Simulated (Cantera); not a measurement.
Gas mixture: 27.7 % CO2, 72.3 % CH4, at 0.293 Torr, frozen composition.

Cantera's kinetic-theory transport with the Lennard-Jones parameters of GRI-Mech 3.0, ideal gas; thermal conductivity in the mixture-averaged form. The composition is frozen, though it would react at the higher temperatures.

D: mixture-averaged diffusion coefficient of that species in the mixture.

```
T (K)  ρ (kg/m³)  cp (J/kg/K)  μ (µPa s)  λ (mW/m/K)     Pr  D (cm²/s) O  D (cm²/s) H2O  D (cm²/s) OH
-----  ---------  -----------  ---------  ----------  -----  -----------  -------------  ------------
400     0.000279         1713       16.8        41.7  0.689         1330            934           [?]
550     0.000203         2045       21.6        63.5  0.694         2310           1730           [?]
700     0.000159         2360       25.8        86.8  0.701         3480           2710           [?]
850     0.000131         2629       29.6         110  0.705         4820           3860           [?]
1000    0.000112         2870       33.2         134  0.712         6340           5170           [?]
1150     9.70e-5         3070       36.5         156  0.716         8000           6620           [?]
1300     8.58e-5         3240       39.6         178  0.719         9820           8200           [?]
```

Task: Complete the blanks.

Result: 
- 400, D (cm²/s) OH: 1310
- 550, D (cm²/s) OH: 2270
- 700, D (cm²/s) OH: 3420
- 850, D (cm²/s) OH: 4740
- 1000, D (cm²/s) OH: 6230
- 1150, D (cm²/s) OH: 7860
- 1300, D (cm²/s) OH: 9650
